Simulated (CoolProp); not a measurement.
A Linde-Hampson liquefier for dry air: isothermal reversible compression at 290 K from 1 atm to 15 MPa, throttling to 1 atm, return gas leaving the recuperator 10 K below the feed. Each further row changes one setting.

Computed with CoolProp (reference Helmholtz-energy equation of state, Lemmon 2000). It is a pseudo-pure fit of the blend.

| case | liquid yield per pass | compression work (kJ/kg of gas) |
|---|---|---|
| as stated | 0.050 | 413 |
| high pressure 30 MPa | (withheld) | (withheld) |
| warm-end temperature 320 K | (withheld) | (withheld) |
| warm-end gap 15 K | (withheld) | 413 |

**Question.** Some entries are withheld; supply them.

**Answer.** 
- high pressure 30 MPa, liquid yield per pass: 0.087
- high pressure 30 MPa, compression work (kJ/kg of gas): 473
- warm-end temperature 320 K, liquid yield per pass: 0.032
- warm-end temperature 320 K, compression work (kJ/kg of gas): 459
- warm-end gap 15 K, liquid yield per pass: 0.038
